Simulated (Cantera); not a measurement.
A freely propagating, adiabatic, planar premixed flame of H₂ : O₂ : N₂ = 1 : 0.238 : 0.786 (molar parts), equivalence ratio 2.1, unburnt at 525 K and 750 Torr; mixture-averaged transport, grid criteria slope 0.08 and curve 0.16, no radiation.

Computed with Cantera and the H2/O2 subset of GRI-Mech 3.0, which has no nitrogen chemistry. Burning velocities carry a grid error of a few per cent, more on coarse grids.

Problem. Predict: laminar burning velocity; thermal thickness; peak x(HO₂); peak x(OH); peak x(H₂O₂).

Solution. 
```
Quantity                     Value
------------------------  --------
laminar burning velocity  777 cm/s
thermal thickness         0.425 mm
peak x(HO₂)               0.000324
peak x(OH)                 0.00490
peak x(H₂O₂)               1.74e-5
```
